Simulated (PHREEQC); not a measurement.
Hard or scaling water: an equilibrium model

Dissolve 11 mmol/kgw CaCl2 and 0.0065 mmol/kgw CO2 at 25 °C. Closed to the air; pH follows from the charge balance.

The numbers come from PHREEQC with the ion-association model, phreeqc.dat.

Precipitation was switched off in this run.

Question: What pH, specific conductance does the model give?

Answer: pH 5.82; specific conductance 2530 µS/cm.

Question: In which forms is C present?

Answer: CO2 73 %, HCO3- 25 %, CaHCO3+ 1.8 % of the C.
